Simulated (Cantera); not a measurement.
An isothermal, constant-pressure homogeneous reactor starts with CH3OH : O2 : N2 = 0.01 : 0.0029 : 1 (molar parts), equivalence ratio 5.2, at 1298 K and 510 Torr. Integrator tolerance rtol = 1e-08.

Detailed kinetics in Cantera: GRI-Mech 3.0 (53 species, 325 reactions). GRI-Mech 3.0 was tuned for natural gas; its chemistry of methanol as a main component is partial and can be far from experiment.

Question: What does this change do: O2 0.0029 to 0.00071 parts?

Answer: 
```csv
quantity,before,after
x(CH3OH) at 20.0 s,<1e-12 (gas-phase equilibrium <1e-12),1.07e-12 (gas-phase equilibrium <1e-12)
x(O2) at 20.0 s,<1e-12 (gas-phase equilibrium <1e-12),4.76e-11 (gas-phase equilibrium <1e-12)
x(C2H2) at 20.0 s,6.22e-8 (gas-phase equilibrium <1e-12),6.67e-7 (gas-phase equilibrium <1e-12)
x(H2O) at 20.0 s,0.00429 (gas-phase equilibrium 0.00428),0.00126 (gas-phase equilibrium 0.00107)
x(CH4) at 20.0 s,2.96e-7 (gas-phase equilibrium 2.26e-10),2.56e-5 (gas-phase equilibrium 1.82e-9)
x(C2H) at 20.0 s,<1e-12 (gas-phase equilibrium <1e-12),<1e-12 (gas-phase equilibrium <1e-12)
```
